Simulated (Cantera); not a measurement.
## Equilibrium for iron carbonyl, mercury and lead vapours: Pb + O2 + N2

Input: 1 mol Pb, 0.6 mol O2, 5.1 mol N2, held at 827 °C and 1.00 Torr.

Cantera equilibrium calculation (NASA polynomials, part measured and part estimated; ideal gas, pure solids and liquids). Candidate condensed phases: Pb, PbO, PbO2, Pb3O4; 12 gas species. Equilibrium is a limit: real reactors are often held back by kinetics, nucleation or transport.

```
Quantity                               Result
----------------------------------  ---------
x(N2)                                   0.976
x(O2)                                  0.0192
x(PbO)                                0.00465
x(Pb)                                0.000115
x(NO)                                 2.86e-5
n(PbO(yellow))                      0.975 mol
gas amount                          5.225 mol
log10 activity of Pb(l) (absent)        -2.90
log10 activity of PbO2(s) (absent)      -4.68
```
